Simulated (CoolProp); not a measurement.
n-perfluorohexane along the isotherm 450 K: fugacity coefficient from the reference equation and from simpler models built on Tc = 448.0 K, pc = 1742 kPa, ω = 0.497; each cubic takes its own stable root.

Computed with CoolProp (reference Helmholtz-energy equation of state, Gao 2022).

```csv
p (kPa),phase,reference
2180,supercritical,0.5543
4350,supercritical,0.3333
6530,supercritical,0.2622
8710,supercritical,0.2303
10900,supercritical,0.2148
13100,supercritical,0.2078
15200,supercritical,0.2063
17400,supercritical,0.2085
```

Question: How far does each simpler model (van der Waals, Redlich-Kwong, Soave-Redlich-Kwong, Peng-Robinson) lie from the reference over these 8 states: mean and median of the absolute difference, and the worst?

Answer: 
- van der Waals: mean 43.8 %, median 43.5 %, worst +79.5 % at 450 K and 17400 kPa
- Redlich-Kwong: mean 13.9 %, median 15.0 %, worst +21.4 % at 450 K and 17400 kPa
- Soave-Redlich-Kwong: mean 14.8 %, median 15.8 %, worst +22.4 % at 450 K and 17400 kPa
- Peng-Robinson: mean 3.0 %, median 3.6 %, worst +3.9 % at 450 K and 13100 kPa
